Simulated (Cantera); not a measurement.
What does this Cantera script print?

```python
import numpy as np
import cantera as ct

gas_names = """
    O2 VO2 TaO2 B2O3
""".split()
cond_names = """
    V(cr) V(L) V2O5(s) V2O5(L) Ti(a) Ti(b) Ti(L) Ti3O5(a) Ti3O5(b) Ti3O5(L) Ta(cr) Ta(L) B(b) B(L)
""".split()


# ... load() reads the species with a 1 bar reference pressure and builds the phases ...
species = {s.name: s for s in load("nasa_gas.yaml", gas_names) + load("nasa_condensed.yaml", cond_names)}
# Each term lists the table entries of one substance; the one whose range holds T is used.
reactions = {
    '0.8 V + O2(g) = 0.4 V2O5':
        [(-0.8, ['V(cr)', 'V(L)']), (-1, ['O2']), (0.4, ['V2O5(s)', 'V2O5(L)'])],
    'V + O2(g) = VO2(g)':
        [(-1, ['V(cr)', 'V(L)']), (-1, ['O2']), (1, ['VO2'])],
    '1.2 Ti + O2(g) = 0.4 Ti3O5':
        [(-1.2, ['Ti(a)', 'Ti(b)', 'Ti(L)']), (-1, ['O2']), (0.4, ['Ti3O5(a)', 'Ti3O5(b)', 'Ti3O5(L)'])],
    'Ta + O2(g) = TaO2(g)':
        [(-1, ['Ta(cr)', 'Ta(L)']), (-1, ['O2']), (1, ['TaO2'])],
    '1.333 B + O2(g) = 0.6667 B2O3(g)':
        [(-1.3333333333333333, ['B(b)', 'B(L)']), (-1, ['O2']), (0.6666666666666666, ['B2O3'])],
}


def pick(names, T):
    return next(species[n] for n in names if species[n].thermo.min_temp <= T <= species[n].thermo.max_temp)


results = []
for label, terms in reactions.items():
    print(label)
    print("     T/K   dH/kJ  dS/(J/K)   dG/kJ   log10 K")
    for T in [300, 1473, 1523, 1573, 1623, 1673, 1723, 1773, 1823, 1873, 1923, 1973]:
        used = [(nu, pick(names, T)) for nu, names in terms]
        dH = sum(nu * s.thermo.h(T) for nu, s in used) / 1e6
        dS = sum(nu * s.thermo.s(T) for nu, s in used) / 1e3
        dG = dH - T * dS / 1e3
        logK = -dG * 1e6 / (ct.gas_constant * T * np.log(10))
        results.append((label, T, dH, dS, dG, logK, [s.name for _, s in used]))
        print(f"{T:8g} {dH:8.1f} {dS:8.1f} {dG:8.1f} {logK:8.2f}")
```

Output:

```
0.8 V + O2(g) = 0.4 V2O5
     T/K   dH/kJ  dS/(J/K)   dG/kJ   log10 K
     300   -620.2   -176.0   -567.4    98.80
    1473   -578.6   -129.0   -388.6    13.78
    1523   -578.0   -128.6   -382.2    13.11
    1573   -577.4   -128.2   -375.7    12.48
    1623   -576.8   -127.9   -369.3    11.89
    1673   -576.3   -127.5   -363.0    11.33
    1723   -575.9   -127.3   -356.6    10.81
    1773   -575.4   -127.0   -350.2    10.32
    1823   -575.0   -126.8   -343.9     9.85
    1873   -574.6   -126.6   -337.6     9.41
    1923   -574.2   -126.4   -331.2     9.00
    1973   -573.9   -126.2   -324.9     8.60
V + O2(g) = VO2(g)
     T/K   dH/kJ  dS/(J/K)   dG/kJ   log10 K
     300   -232.7     31.1   -242.0    42.13
    1473   -243.8     16.7   -268.4     9.52
    1523   -244.5     16.2   -269.3     9.23
    1573   -245.3     15.8   -270.1     8.97
    1623   -246.1     15.3   -270.8     8.72
    1673   -246.9     14.8   -271.6     8.48
    1723   -247.7     14.3   -272.3     8.26
    1773   -248.6     13.8   -273.0     8.04
    1823   -249.5     13.3   -273.7     7.84
    1873   -250.4     12.8   -274.4     7.65
    1923   -251.4     12.3   -275.0     7.47
    1973   -252.4     11.7   -275.6     7.30
1.2 Ti + O2(g) = 0.4 Ti3O5
     T/K   dH/kJ  dS/(J/K)   dG/kJ   log10 K
     300   -983.7   -190.3   -926.6   161.33
    1473   -969.9   -166.2   -725.1    25.71
    1523   -969.0   -165.6   -716.8    24.58
    1573   -968.1   -165.0   -708.5    23.53
    1623   -967.2   -164.5   -700.3    22.54
    1673   -966.4   -164.0   -692.1    21.61
    1723   -965.5   -163.4   -683.9    20.73
    1773   -964.6   -163.0   -675.7    19.91
    1823   -963.8   -162.5   -667.6    19.13
    1873   -963.0   -162.0   -659.5    18.39
    1923   -962.1   -161.6   -651.4    17.69
    1973   -979.0   -170.3   -643.1    17.02
Ta + O2(g) = TaO2(g)
     T/K   dH/kJ  dS/(J/K)   dG/kJ   log10 K
     300   -200.9     33.6   -210.9    36.73
    1473   -209.6     21.5   -241.3     8.56
    1523   -210.1     21.2   -242.3     8.31
    1573   -210.5     20.9   -243.4     8.08
    1623   -211.0     20.6   -244.4     7.87
    1673   -211.5     20.3   -245.5     7.66
    1723   -212.0     20.0   -246.5     7.47
    1773   -212.4     19.7   -247.5     7.29
    1823   -213.0     19.5   -248.4     7.12
    1873   -213.5     19.2   -249.4     6.96
    1923   -214.0     18.9   -250.4     6.80
    1973   -214.6     18.6   -251.3     6.65
1.333 B + O2(g) = 0.6667 B2O3(g)
     T/K   dH/kJ  dS/(J/K)   dG/kJ   log10 K
     300   -557.3    -23.7   -550.2    95.80
    1473   -561.7    -28.6   -519.5    18.42
    1523   -562.0    -28.8   -518.1    17.77
    1573   -562.3    -29.0   -516.6    17.16
    1623   -562.6    -29.2   -515.2    16.58
    1673   -562.9    -29.4   -513.7    16.04
    1723   -563.2    -29.6   -512.2    15.53
    1773   -563.5    -29.8   -510.8    15.05
    1823   -563.8    -29.9   -509.3    14.59
    1873   -564.2    -30.1   -507.8    14.16
    1923   -564.5    -30.3   -506.2    13.75
    1973   -564.9    -30.5   -504.7    13.36
```

Cantera with NASA thermochemical tables; ideal gases at 1 bar, condensed phases pure. Condensed species are held in their standard states even where they would react or evaporate.
